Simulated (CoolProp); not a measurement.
Water at 298.15 K and 1.51 MPa flows at 11 m/s in a round tube of 2 mm bore and 45 µm roughness, fully developed (64/Re and Nu = 3.66 if laminar; Colebrook and Gnielinski if turbulent). Each further row changes one setting.

Computed with CoolProp (reference Helmholtz-energy equation of state, Wagner 2002).

```tsv
case	Reynolds number	Darcy friction factor	pressure drop (Pa/m)	heat-transfer coefficient (W/(m² K))	mass flow (kg/h)
as stated	24700	0.0523	…	…	124
velocity 22 m/s	49300	0.0516	…	…	248
diameter 4 mm	49300	0.0406	612000	73000	…
```

Q: Some entries are withheld; supply them.

A: 
- as stated, pressure drop (Pa/m): 1580000
- as stated, heat-transfer coefficient (W/(m² K)): 84400
- velocity 22 m/s, pressure drop (Pa/m): 6230000
- velocity 22 m/s, heat-transfer coefficient (W/(m² K)): 171000
- diameter 4 mm, mass flow (kg/h): 496

Viscosity comes from a separate model (Huber 2009). Thermal conductivity comes from a separate model (Huber 2012).
